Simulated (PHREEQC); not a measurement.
0.99 g of hydrous ferric oxide (600 m²/g; 0.2 weak and 0.005 strong sites per Fe, Dzombak-Morel constants, diffuse double layer) in 1 kg of water with 0.001 mol/kgw of an inert sodium salt, at 25 °C; the pH is set by adding NaOH or the inert anion's acid. Oxygen alone is held at its pressure in air (log pO2 = -0.68). The system is closed to CO2. No solid was allowed to form.

All values are PHREEQC results (ion-association model, wateq4f.dat), not measurements.

**Question.** Predict surface charge σ (C/m²), surface potential ψ (mV) at pH = 3, 4.33, 7, 9, 9.67.

**Answer.** 
| pH | surface charge σ (C/m²) | surface potential ψ (mV) |
|---|---|---|
| 3 | 0.268 | 228 |
| 4.33 | 0.097 | 196 |
| 7 | 0.006 | 64 |
| 9 | -0.004 | -51 |
| 9.67 | -0.011 | -89 |

Complexes and solids missing from the database can't appear. The oxide is taken as insoluble; below pH 4 it would dissolve.
